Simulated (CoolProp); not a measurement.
A simple Rankine cycle with benzene: condensing at 320.15 K, boiler at 0.532 MPa, turbine inlet 458.7 K, turbine efficiency 0.7, pump efficiency 0.7, no recuperator. Each further row changes one setting.

The numbers come from the reference Helmholtz-energy equation of state, Thol 2012 in CoolProp.

```json
[
 {"case": "as stated", "thermal efficiency (%)": "13.8", "net work (kJ/kg)": "82.9", "heat in (kJ/kg)": "601", "turbine exit temperature (K)": "397.2", "volume ratio over the turbine": "15.4"},
 {"case": "turbine inlet 478.7 K", "thermal efficiency (%)": "13.8", "net work (kJ/kg)": "87.4", "heat in (kJ/kg)": "636", "turbine exit temperature (K)": "417.8", "volume ratio over the turbine": "15.3"},
 {"case": "condensing temperature 312.15 K", "thermal efficiency (%)": "14.9", "net work (kJ/kg)": "91.6", "heat in (kJ/kg)": "615", "turbine exit temperature (K)": "391.0", "volume ratio over the turbine": "…"},
 {"case": "boiler pressure 0.372 MPa", "thermal efficiency (%)": "12.3", "net work (kJ/kg)": "74.2", "heat in (kJ/kg)": "605", "turbine exit temperature (K)": "…", "volume ratio over the turbine": "10.7"},
 {"case": "turbine efficiency 0.6", "thermal efficiency (%)": "11.8", "net work (kJ/kg)": "…", "heat in (kJ/kg)": "601", "turbine exit temperature (K)": "405.4", "volume ratio over the turbine": "…"}
]
```

Some entries are withheld; supply them.


- condensing temperature 312.15 K, volume ratio over the turbine: 20.9
- boiler pressure 0.372 MPa, turbine exit temperature (K): 406.1
- turbine efficiency 0.6, net work (kJ/kg): 70.9
- turbine efficiency 0.6, volume ratio over the turbine: 15.7
